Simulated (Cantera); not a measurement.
## Ammonia decomposition in nitride growth gas

An isothermal, constant-pressure homogeneous reactor starts with NH₃ : N₂ = 1 : 0.1 (molar parts), at 1475 K and 0.930 bar.

Detailed kinetics in Cantera: the gas-phase N/H chemistry of the illustrative SiF4/NH3 mechanism in the Surface Chemkin manual (1991). Walls and surfaces, which speed up NH3 decomposition in real reactors, are not modelled.

```csv
t (s),x NH₃,x H,x N₂H₂,x N₂H₄,x NH,x N
0.000200,0.909,7.14e-10,2.92e-10,2.83e-10,7.84e-11,<1e-12
0.000522,0.909,7.31e-10,2.81e-9,2.08e-9,6.29e-10,<1e-12
0.00136,0.909,8.66e-10,2.19e-8,1.42e-8,4.18e-9,<1e-12
0.00356,0.909,1.68e-9,1.31e-7,8.01e-8,2.04e-8,1.99e-12
0.00928,0.909,4.13e-9,3.02e-7,1.82e-7,4.10e-8,6.72e-12
0.0242,0.909,8.86e-9,3.17e-7,1.90e-7,4.29e-8,1.46e-11
0.0632,0.908,2.09e-8,3.16e-7,1.90e-7,4.34e-8,3.41e-11
0.165,0.906,5.22e-8,3.14e-7,1.88e-7,4.45e-8,8.22e-11
0.431,0.900,1.33e-7,3.08e-7,1.85e-7,4.69e-8,1.90e-10
1.12,0.885,3.35e-7,2.94e-7,1.77e-7,5.03e-8,3.83e-10
2.94,0.850,8.24e-7,2.62e-7,1.61e-7,5.26e-8,6.05e-10
7.66,0.773,1.89e-6,2.01e-7,1.31e-7,5.04e-8,7.18e-10
20.0,0.634,3.77e-6,1.19e-7,8.60e-8,4.19e-8,6.52e-10
```
x: mole fraction; the columns are a selection and need not sum to one.

Equilibrium at this temperature and pressure: NH₃ 1.98e-5, H 1.14e-5, N₂H₂ <1e-12, N₂H₄ <1e-12, NH 1.14e-12, N <1e-12 (gas phase only).
